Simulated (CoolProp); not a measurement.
Saturated liquid density (kg/m³) of R113: the reference equation beside estimates from Tc = 214.1 °C, pc = 3392 kPa, ω = 0.253. Rackett uses Z = 0.29056 − 0.08775 ω.

The numbers come from the reference Helmholtz-energy equation of state, Marx 1992 in CoolProp.

```
T (°C)  reference  Rackett  van der Waals  Redlich-Kwong  Soave-Redlich-Kwong  Peng-Robinson
------  ---------  -------  -------------  -------------  -------------------  -------------
85.65        1409     1436          866.1           1246                 1300           1474
93.25        1388     1414          852.8           1222                 1277           1448
100.95       1366     1391          838.8           1197                 1252           1421
108.55       1343     1367          824.5           1171                 1227           1392
116.25       1320     1343          809.4           1144                 1200           1362
123.95       1295     1317          793.7           1116                 1171           1330
131.55       1270     1291          777.4           1086                 1142           1296
139.25       1243     1263          760.2           1055                 1110           1259
146.85       1215     1234          742.2           1023                 1076           1221
154.55       1185     1203          722.8          988.1                 1040           1179
```

Absolute difference from the reference over all 10 rows, mean and median: Rackett 1.7 and 1.7 %, van der Waals 38.7 and 38.7 %, Redlich-Kwong 13.8 and 13.6 %, Soave-Redlich-Kwong 9.6 and 9.3 %, Peng-Robinson 2.7 and 2.9 %.
